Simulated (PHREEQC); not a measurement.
Solution A (170 mmol/kgw H3PO4 and 1.4 mmol/kgw HCl) is mixed with solution B (150 mmol/kgw Cu(NO3)2 and 0.25 mmol/kgw HBF4) at 25 °C; shares are by mass of water, 1 kg in all. O2 is buffered at 0.21 atm. The system is closed to CO2. The run lets Cu(OH)2, Atacamite, Cu2(OH)3NO3, Cu3(PO4)2:3H2O, CuF2:2H2O precipitate or redissolve, and no other solid.

The series has 11 steps of share of solution B, from 0 to 1.

All values are PHREEQC results (ion-association model, wateq4f.dat), not measurements.

### Question
Between which two steps does the pH jump most, and from what to what?

### Answer
Between share of solution B = 0.9 and 1: from 2.11 to 3.23.

H3PO4, which wateq4f.dat lacks, is added to it with the constant of phreeqc.dat. Real BF4- forms and hydrolyses slowly; the run takes it at equilibrium. The database has no phosphate complexes of Cu.
